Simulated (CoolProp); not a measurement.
Vapour-liquid equilibrium of n-hexane (1) + hexamethyldisiloxane (MM) (2) at -14.65 °C; x and y are mole fractions of (1).

Computed with CoolProp (multi-fluid Helmholtz-energy mixture model, Thol 2019 and Thol 2016; pair parameters Bell 2016).

Task: Give the bubble pressure and the first vapour's composition at x = 0.05, 0.55, 0.95. Is there an azeotrope?

Result: x = 0.05: 0.005965 bar, y = 0.196; x = 0.55: 0.01533 bar, y = 0.857; x = 0.95: 0.02497 bar, y = 0.993. No azeotrope shows between x = 0.05 and 0.95.

The pair parameters rest on a limited set of measurements; away from them the model extrapolates.
